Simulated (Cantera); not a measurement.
Carbon deposition, reforming and gasification: C2H2 + O2

Charge: 1 mol C2H2, a varied amount of O2, equilibrated at 13.3 mbar.

These are equilibrium values from Cantera (NASA tables, ideal gas, pure condensed phases), not measurements of a reactor. Candidate condensed phases: C, C6H6, C7H8, C8H18, H2O; 110 gas species. Kinetics and transport are ignored.

Stable condensed phases:

```
T in K \ n(O2) in mol
         0.24 0.31  0.4 0.51 0.65 0.82  1.1  1.3  1.7
   1800     A    A    A    A    A    A    B    B    B
   1700     A    A    A    A    A    A    B    B    B
   1600     A    A    A    A    A    A    B    B    B
   1500     A    A    A    A    A    A    B    B    B
   1400     A    A    A    A    A    A    B    B    B
   1300     A    A    A    A    A    A    B    B    B
   1200     A    A    A    A    A    A    B    B    B
   1100     A    A    A    A    A    A    B    B    B
   1000     A    A    A    A    A    A    B    B    B
    900     A    A    A    A    A    A    B    B    B
    800     A    A    A    A    A    A    A    A    B
    700     A    A    A    A    A    A    A    A    A
```

A: C; B: gas only.
